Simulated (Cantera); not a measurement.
## Premixed flame

A freely propagating, adiabatic, planar premixed flame of CO : H₂ : CH₄ : O₂ : N₂ : CO₂ = 1 : 0.14 : 0.24 : 0.875 : 3.29 : 0.21 (molar parts), equivalence ratio 1.2, unburnt at 650 K and 5.30 bar; mixture-averaged transport, grid criteria slope 0.08 and curve 0.16, no radiation.

Computed with Cantera and GRI-Mech 3.0 (53 species, 325 reactions). Burning velocities carry a grid error of a few per cent, more on coarse grids.

```csv
z (mm),T (K),u (m/s),x CO,x H₂,x CH₄,x OH,x C₂H₆,x C₂H₄
-0.222,650,1.43,0.174,0.0242,0.0417,<1e-8,<1e-8,<1e-8
-0.148,651,1.43,0.174,0.0238,0.0417,<1e-8,2.70e-8,<1e-8
-0.111,653,1.44,0.174,0.0232,0.0416,<1e-8,1.90e-7,5.63e-8
-0.0739,673,1.48,0.174,0.0221,0.0410,3.33e-8,2.34e-6,5.98e-7
-0.0370,881,1.94,0.171,0.0195,0.0344,3.02e-5,6.22e-5,1.25e-5
-0.0185,1247,2.74,0.167,0.0177,0.0217,0.000337,0.000154,4.12e-5
0,1670,3.65,0.156,0.0147,0.00578,0.00221,2.83e-5,3.77e-5
0.0185,1894,4.09,0.133,0.0106,0.000414,0.00555,1.49e-7,1.96e-6
0.0370,2000,4.27,0.114,0.00918,1.41e-5,0.00731,<1e-8,1.96e-8
0.0739,2122,4.48,0.0961,0.00904,3.00e-8,0.00797,<1e-8,<1e-8
0.148,2241,4.69,0.0856,0.00830,<1e-8,0.00738,<1e-8,<1e-8
0.296,2340,4.86,0.0777,0.00719,<1e-8,0.00611,<1e-8,<1e-8
0.591,2412,4.99,0.0712,0.00633,<1e-8,0.00476,<1e-8,<1e-8
```
x: mole fraction of selected species; z is measured from the peak of heat release.

The laminar burning velocity is 143 cm/s. The thermal thickness is 0.0739 mm and the peak x(OH) comes out as 0.00797. The peak x(C₂H₆) is 0.000154, the peak x(C₂H₄) comes out as 5.26e-5 and the grid points is 131.
